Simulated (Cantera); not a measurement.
What does this Cantera script print?

```python
import numpy as np
import cantera as ct

gas_names = """
    C CH CH2 CH3 CH2OH CH3O CH4 CH3OH CO CO2 COOH C2 C2H CHCO,ketyl C2H2,acetylene C2H2,vinylidene
    CH2CO,ketene C2H3,vinyl CH3CO,acetyl C2H4 C2H4O,ethylen CH3CHO,ethanal CH3COOH (HCOOH)2 C2H5 C2H6
    CH3OCH3 C2H5OH C2O C3 C3H3,propargyl C3H4,allene C3H4,propyne C3H4,cyclo- C3H5,allyl C3H6,propylene
    C3H6,cyclo- C3H6O C3H7,n-propyl C3H7,i-propyl C3H8 C3H8O,1propanol C3H8O,2propanol C3O2 C4 C4H2
    C4H4,1,3-cyclo- C4H6,butadiene C4H6,2-butyne C4H6,cyclo- C4H8,1-butene C4H8,cis2-buten
    C4H8,tr2-butene C4H8,isobutene C4H8,cyclo- (CH3COOH)2 C4H9,n-butyl C4H9,i-butyl C4H9,s-butyl
    C4H9,t-butyl C4H10,isobutane C4H10,n-butane C5 C5H6,1,3cyclo- C5H8,cyclo- C5H10,1-pentene
    C5H10,cyclo- C5H11,pentyl C5H11,t-pentyl C5H12,n-pentane C5H12,i-pentane CH3C(CH3)2CH3 C6H2
    C6H5,phenyl C6H5O,phenoxy C6H6 C6H5OH,phenol C6H10,cyclo- C6H12,1-hexene C6H12,cyclo- C6H13,n-hexyl
    C7H7,benzyl C7H8 C7H8O,cresol C7H14,1-heptene C7H15,n-heptyl C7H16,n-heptane C8H8,styrene
    C8H10,ethylbenz C8H16,1-octene C8H17,n-octyl C8H18,isooctane C8H18,n-octane C9H19,n-nonyl
    C10H8,naphthale C10H21,n-decyl C12H9,o-bipheny C12H10,bipheny Cu CuO Cu2 H HCO HO2 H2
    HCHO,formaldehy HCOOH H2O H2O2 O OH O2 O3
""".split()
cond_names = """
    C(gr) C6H6(L) C7H8(L) C8H18(L),n-octa Cu(cr) Cu(L) CuO(s) CuO2H2(s) Cu2O(s) Cu2O(L) H2O(s) H2O(L)
""".split()


def load(file, names, dense=False):
    # The tables refer to 1 bar. Condensed volumes are neglected.
    table = {s.name: s for s in ct.Species.list_from_file(file)}
    out = []
    for n in names:
        d = dict(table[n].input_data)
        d["thermo"] = dict(d["thermo"], **{"reference-pressure": 1e5})
        if dense:
            d["equation-of-state"] = {"model": "constant-volume", "density": "1e6 g/cm^3"}
        out.append(ct.Species.from_dict(d))
    return out


gas = ct.Solution(thermo="ideal-gas", species=load("nasa_gas.yaml", gas_names))
cond = {s.name: ct.Solution(thermo="fixed-stoichiometry", species=[s], name=s.name)
        for s in load("nasa_condensed.yaml", cond_names, dense=True)}
atoms = {
    'CuO': {'Cu': 1, 'O': 1},
    'CO': {'C': 1, 'O': 1},
    'H2': {'H': 2},
}
top_T = {'C(gr)': 4500, 'CuO(s)': 1390}  # K; cautious upper limits of use, not melting points


def equilibrate(T, P, feed):
    n = {}
    for name, mol in feed.items():
        for a, k in atoms[name].items():
            n[a] = n.get(a, 0.0) + k * mol
    gas.TPX = T, P, n
    mass = sum(n.values()) * gas.mean_molecular_weight
    gas.equilibrate("TP")
    valid = [c for c in cond.values() if c.min_temp <= T <= top_T.get(c.name, c.max_temp)]
    mix = ct.Mixture([(gas, mass / gas.mean_molecular_weight)] + [(c, 0.0) for c in valid])
    mix.T, mix.P = T, P
    mix.equilibrate("TP", solver="vcs", rtol=1e-11, max_steps=5000)
    return mix


results = []
feed = {'CuO': 1, 'CO': 0.52, 'H2': 9.1}  # mol
P = 10000  # Pa
for T in [800, 1000, 1200, 1400, 1600, 1800, 2000, 2200, 2400, 2600]:
    mix = equilibrate(T, P, feed)
    results.append((T, P, feed, dict(zip(mix.species_names, mix.species_moles))))

top = {s: max(r[3][s] / sum(r[3][g] for g in gas_names) for r in results) for s in gas_names}
cols = sorted((s for s in top if top[s] > 1e-06), key=lambda s: -top[s])[:9]
seen = [c for c in cond_names if any(r[3].get(c, 0) > 1e-12 for r in results)]
print("log10 of partial pressures in bar; condensed amounts in mol")
print(f"{'T/K':>10s}" + "".join(f"{s[:9]:>10s}" for s in cols + seen))
for T, P, feed, n in results:
    ng = sum(n[g] for g in gas_names)
    print(f"{T:10.4g}" + "".join(f"{np.log10(max(n[s] / ng * P / 1e5, 1e-99)):10.3f}" for s in cols)
          + "".join(f"{n.get(c, 0):10.4g}" for c in seen))
```

Result:

```
log10 of partial pressures in bar; condensed amounts in mol
       T/K        H2       H2O         H        Cu        CO       CH4       CO2        OH       Cu2    Cu(cr)     Cu(L)
       800    -1.086    -1.908   -12.081   -15.172    -2.727    -2.581    -2.923   -16.397   -22.789         1         0
      1000    -1.071    -2.015    -9.180   -10.807    -2.334    -4.954    -3.121   -12.779   -16.570         1         0
      1200    -1.072    -2.001    -7.241    -7.911    -2.303    -6.906    -3.370   -10.268   -12.458         1         0
      1400    -1.073    -1.995    -5.850    -5.870    -2.290    -8.309    -3.549    -8.473    -9.580         0    0.9999
      1600    -1.074    -1.992    -4.802    -4.401    -2.284    -9.359    -3.681    -7.127    -7.546         0    0.9962
      1800    -1.077    -1.993    -3.984    -3.266    -2.283   -10.179    -3.782    -6.081    -5.984         0    0.9474
      2000    -1.095    -2.010    -3.337    -2.366    -2.299   -10.879    -3.874    -5.251    -4.750         0    0.5624
      2200    -1.125    -2.036    -2.812    -2.032    -2.323   -11.486    -3.957    -4.578    -4.548         0         0
      2400    -1.139    -2.045    -2.368    -2.037    -2.329   -11.953    -4.007    -4.010    -4.948         0         0
      2600    -1.170    -2.070    -2.001    -2.050    -2.342   -12.390    -4.052    -3.536    -5.306         0         0
```

Cantera equilibrium calculation (NASA polynomials, part measured and part estimated; ideal gas, pure solids and liquids).
